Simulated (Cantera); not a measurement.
Charge: 1 mol HgO, 7.6 mol H2, 0.23 mol N2, equilibrated at 800 K and 5300 Pa.

Equilibrium computed with Cantera from the NASA thermochemical tables; the gas is ideal and each condensed phase is pure. Candidate condensed phases: H2O, Hg, HgO; 25 gas species. Kinetics and transport are ignored.

Base state: H2 0.747, H2O 0.113, Hg 0.113, N2 0.0260, NH3 1.65e-5 (mole fractions); condensed: gas only.

Task: What changes in the equilibrium state with this change: HgO replaced by Hg?

Result: 
```csv
species,before,after
H2,0.747,0.861
Hg,0.113,0.113
N2,0.0260,0.0260
H2O,0.113,0
NH3,1.65e-5,2.04e-5
```
